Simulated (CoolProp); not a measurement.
Saturation properties of the fluoroketone C6F12O (FK-5-1-12).

Computed with CoolProp (reference Helmholtz-energy equation of state, McLinden 2015).

| T (°C) | p (MPa) | vapour density (kg/m³) | enthalpy of vaporisation (kJ/kg) | liquid cp (kJ/(kg K)) |
|---|---|---|---|---|
| 5.35 | 0.01640 | ? | 100.2 | 1.093 |
| 9.75 | 0.02035 | 2.791 | 98.98 | 1.094 |
| 14.15 | 0.02503 | 3.393 | 97.80 | 1.096 |
| 18.55 | 0.03056 | 4.095 | 96.61 | 1.099 |
| 23.05 | ? | 4.929 | 95.38 | ? |
| 27.45 | 0.04475 | 5.870 | 94.16 | 1.104 |
| 31.85 | 0.05348 | 6.949 | 92.93 | 1.107 |
| 36.25 | 0.06351 | 8.181 | 91.68 | 1.110 |
| 40.65 | 0.07497 | 9.580 | 90.42 | 1.114 |
| 45.15 | 0.08831 | 11.20 | 89.11 | ? |
| 49.55 | 0.1031 | 12.99 | 87.80 | ? |
| 53.95 | 0.1197 | 15.00 | 86.47 | 1.127 |
| 58.35 | 0.1384 | 17.26 | 85.11 | 1.132 |
| 62.85 | ? | 19.83 | 83.69 | ? |

**Question.** What belongs in the gaps?

**Answer.** 
- 5.35, vapour density (kg/m³): 2.278
- 23.05, p (MPa): 0.03719
- 23.05, liquid cp (kJ/(kg K)): 1.101
- 45.15, liquid cp (kJ/(kg K)): 1.118
- 49.55, liquid cp (kJ/(kg K)): 1.122
- 62.85, p (MPa): 0.1597
- 62.85, liquid cp (kJ/(kg K)): 1.137

It boils at 49.1 °C under 1 atm.
